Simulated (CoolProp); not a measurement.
A single-stage vapour-compression cycle with the fluid: evaporating at 261.15 K (dew point), condensing at 329.15 K (bubble point), superheat 2 K, subcooling 8 K, compressor efficiency 0.7, no pressure losses. The same conditions are run with several fluids, on thermodynamics alone (safety and materials aside).

Computed with CoolProp (reference Helmholtz-energy equation of state of each fluid (R143a: Lemmon and Jacobsen 2000; trans-2-butene: Lemmon 2005; R407C: Lemmon 2003; n-perfluorobutane: Gao 2022; CH2F2 (R32): Tillner-Roth 1997; R1336mzz(E): Akasaka 2023)). Blends and air are pseudo-pure fits.

```csv
fluid,cooling COP,pressure ratio,discharge temperature (K),refrigerating effect (kJ/kg),volumetric capacity (kJ/m³)
R143a,1.71,6.29,353.9,104,___
trans-2-butene,___,9.35,353.7,281,___
R407C,1.71,___,374.9,___,1670
n-perfluorobutane,1.34,9.76,329.2,34.2,257
CH2F2 (R32),1.89,___,___,223,3260
R1336mzz(E),1.91,___,331.4,90.6,292
```

### Question
Complete the blanks.

### Answer

- R143a, volumetric capacity (kJ/m³): 1910
- trans-2-butene, cooling COP: 2.15
- trans-2-butene, volumetric capacity (kJ/m³): 448
- R407C, pressure ratio: 8.57
- R407C, refrigerating effect (kJ/kg): 132
- CH2F2 (R32), pressure ratio: 6.63
- CH2F2 (R32), discharge temperature (K): 413.4
- R1336mzz(E), pressure ratio: 12.2

The compression ends wet for: n-perfluorobutane.
